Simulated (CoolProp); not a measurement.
The numbers come from the reference Helmholtz-energy equation of state, Thol 2019 in CoolProp.

Problem. For dodecamethylpentasiloxane (MD3M), give the phase and the density (kg/m³), cp (kJ/(kg K)), expansivity (1/kK) at 346.85 °C and 4770 kPa; 346.85 °C and 8590 kPa.

Solution. 
- 346.85 °C and 4770 kPa: liquid; density 554, cp 2.34, expansivity 2.16
- 346.85 °C and 8590 kPa: liquid; density 593, cp 2.31, expansivity 1.55
